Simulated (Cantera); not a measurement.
Charge: 1 mol Hg, 0.53 mol H2, 0.31 mol N2, at 5700 Pa.

These are equilibrium values from Cantera (NASA tables, ideal gas, pure condensed phases), not measurements of a reactor. Candidate condensed phases: Hg; 10 gas species. Rates play no part.

x: gas mole fraction; n: condensed amount in mol.

```
T (K)   x Hg   x H2   x N2       x NH3         x H  n Hg(l)
-----  -----  -----  -----  ----------  ----------  -------
450    0.182  0.504  0.300      0.0133      <1e-12    0.816
550    0.544  0.288  0.168    0.000381      <1e-12        0
650    0.544  0.288  0.168     6.77e-5      <1e-12        0
750    0.543  0.288  0.168     1.85e-5      <1e-12        0
850    0.543  0.288  0.168     6.71e-6    4.61e-11        0
950    0.543  0.288  0.168     2.98e-6     1.25e-9        0
1050   0.543  0.288  0.168  (withheld)  (withheld)        0
1150   0.543  0.288  0.168  (withheld)  (withheld)        0
1250   0.543  0.288  0.168     5.52e-7     1.09e-6        0
1350   0.543  0.288  0.168     3.70e-7     5.36e-6        0
1450   0.543  0.288  0.168     2.62e-7     2.13e-5        0
```

Q: Complete the blanks.

A: 
- 1150, x NH3: 8.82e-7
- 1150, x H: 1.68e-7
- 1050, x NH3: 1.53e-6
- 1050, x H: 1.82e-8
